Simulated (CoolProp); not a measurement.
Vapour pressure (kPa) of R1233zd(E): the reference equation beside estimates from Tc = 438.9 K, pc = 3583 kPa, ω = 0.304. Clausius-Clapeyron is anchored at 352.9 K with a constant enthalpy of vaporisation of 20.69 kJ/mol.

Computed with CoolProp (reference Helmholtz-energy equation of state, Akasaka 2022).

```json
[
 {"T (K)": "319.3", "reference": "261.8", "Clausius-Clapeyron": "(withheld)", "van der Waals": "872.1", "Redlich-Kwong": "430.4", "Soave-Redlich-Kwong": "262.5", "Peng-Robinson": "(withheld)"},
 {"T (K)": "330.5", "reference": "363.5", "Clausius-Clapeyron": "405.8", "van der Waals": "1032", "Redlich-Kwong": "(withheld)", "Soave-Redlich-Kwong": "365.8", "Peng-Robinson": "(withheld)"},
 {"T (K)": "341.7", "reference": "492.9", "Clausius-Clapeyron": "519.5", "van der Waals": "1210", "Redlich-Kwong": "724.3", "Soave-Redlich-Kwong": "497.6", "Peng-Robinson": "491.7"},
 {"T (K)": "352.9", "reference": "654.5", "Clausius-Clapeyron": "654.5", "van der Waals": "1407", "Redlich-Kwong": "913.9", "Soave-Redlich-Kwong": "662.4", "Peng-Robinson": "653.8"},
 {"T (K)": "364.1", "reference": "853.1", "Clausius-Clapeyron": "813.1", "van der Waals": "1622", "Redlich-Kwong": "1135", "Soave-Redlich-Kwong": "865.1", "Peng-Robinson": "853.4"},
 {"T (K)": "375.3", "reference": "1094", "Clausius-Clapeyron": "997.1", "van der Waals": "1857", "Redlich-Kwong": "1390", "Soave-Redlich-Kwong": "1111", "Peng-Robinson": "(withheld)"},
 {"T (K)": "386.5", "reference": "1382", "Clausius-Clapeyron": "1208", "van der Waals": "2112", "Redlich-Kwong": "1681", "Soave-Redlich-Kwong": "1405", "Peng-Robinson": "1387"},
 {"T (K)": "397.7", "reference": "1725", "Clausius-Clapeyron": "1449", "van der Waals": "2387", "Redlich-Kwong": "2011", "Soave-Redlich-Kwong": "1752", "Peng-Robinson": "1733"},
 {"T (K)": "408.9", "reference": "2128", "Clausius-Clapeyron": "1720", "van der Waals": "2683", "Redlich-Kwong": "2381", "Soave-Redlich-Kwong": "2159", "Peng-Robinson": "2140"},
 {"T (K)": "420.1", "reference": "2600", "Clausius-Clapeyron": "2022", "van der Waals": "3001", "Redlich-Kwong": "2793", "Soave-Redlich-Kwong": "2631", "Peng-Robinson": "2614"}
]
```

### Question
Some entries are withheld; supply them.

### Answer

- 319.3, Clausius-Clapeyron: 311.6
- 319.3, Peng-Robinson: 260.7
- 330.5, Redlich-Kwong: 564.0
- 330.5, Peng-Robinson: 362.2
- 375.3, Peng-Robinson: 1096

Absolute difference from the reference over all 10 rows, mean and median: Clausius-Clapeyron 12.0 and 12.1 %, van der Waals 97.0 and 79.9 %, Redlich-Kwong 32.4 and 30.1 %, Soave-Redlich-Kwong 1.2 and 1.3 %, Peng-Robinson 0.3 and 0.4 %.
